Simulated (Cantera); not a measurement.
An isothermal, constant-pressure homogeneous reactor starts with 3.38 % CH4, 96.6 % H2, at 1475 K and 0.0250 bar.

Computed with Cantera and GRI-Mech 3.0 (53 species, 325 reactions). GRI-Mech 3.0 stops at C3 and has no aromatics, soot or wall deposition, so with more carbon than oxygen in the feed, carbon stays in small species such as C2H2 where larger ones or solid carbon would form. Radical loss at walls, strong at low pressure, is not modelled.

x: mole fraction; the columns are a selection and need not sum to one.

```tsv
t (s)	x CH4	x H2	x CH2	x C2H4	x C2H2	x H	x C2H6
1.00e-5	0.0338	0.966	<1e-12	<1e-12	<1e-12	3.25e-9	<1e-12
8.18e-5	0.0338	0.966	<1e-12	<1e-12	<1e-12	2.89e-8	<1e-12
0.000669	0.0338	0.966	<1e-12	<1e-12	<1e-12	2.46e-7	<1e-12
0.00547	0.0338	0.966	2.36e-12	2.36e-10	<1e-12	2.02e-6	3.45e-10
0.0447	0.0338	0.966	1.53e-10	___	___	___	___
0.366	0.0337	0.966	2.40e-9	2.00e-5	2.71e-5	6.49e-5	1.17e-6
2.99	0.0324	0.967	2.47e-9	2.89e-5	0.000651	6.72e-5	1.13e-6
24.5	0.0243	0.971	2.02e-9	5.38e-5	0.00453	7.03e-5	6.81e-7
200	___	0.980	7.79e-10	___	___	___	___
```

Problem. Some entries are withheld; supply them.

Solution. 
- 0.0447, x C2H4: 1.43e-7
- 0.0447, x C2H2: 4.68e-9
- 0.0447, x H: 1.62e-5
- 0.0447, x C2H6: 8.73e-8
- 200, x CH4: 0.00746
- 200, x C2H4: 0.000114
- 200, x C2H2: 0.0126
- 200, x H: 7.89e-5
- 200, x C2H6: 8.95e-8
